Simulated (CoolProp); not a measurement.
The fluid at 298.15 K and 9.54 MPa (supercritical) is heated at constant pressure to 481.5 K. The same conditions are run with several fluids, on thermodynamics alone (safety and materials aside).

The numbers come from the reference Helmholtz-energy equation of state of each fluid (nitrogen: Span 2000; methane: Setzmann 1991; oxygen: Schmidt 1985; normal hydrogen: Leachman 2009; dry air: Lemmon 2000) in CoolProp. Blends and air are pseudo-pure fits.

```json
[
 {"fluid": "nitrogen", "heat (kJ/kg)": "207", "final density (kg/m³)": "64.1"},
 {"fluid": "methane", "heat (kJ/kg)": "522", "final density (kg/m³)": "38.2"},
 {"fluid": "oxygen", "heat (kJ/kg)": "188", "final density (kg/m³)": "74.8"},
 {"fluid": "normal hydrogen", "heat (kJ/kg)": "2670", "final density (kg/m³)": "4.62"},
 {"fluid": "dry air", "heat (kJ/kg)": "201", "final density (kg/m³)": "66.6"}
]
```

Above 300 K oxygen's equation is extrapolated.
